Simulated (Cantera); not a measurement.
Input: 1 mol SiO2, 0.44 mol CH4, 0.035 mol CO, equilibrated at 1023.15 K and 36000 Pa.

Method: chemical equilibrium by Gibbs-energy minimisation in Cantera with the NASA 1993 tables (ideal gas, pure condensed phases). Candidate condensed phases: C, C6H6, C7H8, C8H18, H2O, Si, SiC, SiO2; 123 gas species. Rates play no part.

Base state: H2 0.937, CO 0.0357, CH4 0.0237, H2O 0.00329, CO2 0.000163 (mole fractions); condensed: C(graphite) + SiO2(β-quartz).

What changes in the equilibrium state with this change: SiO2 replaced by Fe2O3?


| species | before | after |
|---|---|---|
| H2 | 0.937 | 0.396 |
| H2O | 0.00329 | 0.254 |
| CO | 0.0357 | 0.191 |
| CO2 | 0.000163 | 0.160 |
| CH4 | 0.0237 | 0.000123 |
| C(graphite), mol | 0.422 | 0 |
| SiO2(β-quartz), mol | 1.00 | 0 |
| FeO(s), mol | 0 | 2.00 |
The tables' stoichiometric FeO is somewhat more stable than real wüstite, so its field is too wide. FeO: taken at fixed stoichiometry. Further candidate phases: Fe, Fe(CO)5, FeO, Fe(OH)2, Fe(OH)3, Fe2O3, Fe3O4.

What changes in the equilibrium state with this change: pressure from 36000 Pa to 52000 Pa?


```
species                before     after
-------------------  --------  --------
H2                      0.937     0.927
CO                     0.0357    0.0347
CH4                    0.0237    0.0335
H2O                   0.00329   0.00457
CO2                  0.000163  0.000223
C(graphite), mol        0.422     0.415
SiO2(β-quartz), mol      1.00      1.00
```

What changes in the equilibrium state with this change: temperature from 1023.15 K to 1350 K?


```
species                before    after
-------------------  --------  -------
H2                      0.937    0.960
CO                     0.0357   0.0382
CH4                    0.0237  0.00191
H2O                   0.00329  7.57e-5
CO2                  0.000163  1.54e-6
C(graphite), mol        0.422    0.438
SiO2(β-quartz), mol      1.00     1.00
```
The tables hold silica as quartz up to 1696 K and as liquid above; real silica turns to tridymite and cristobalite and melts near 1996 K.
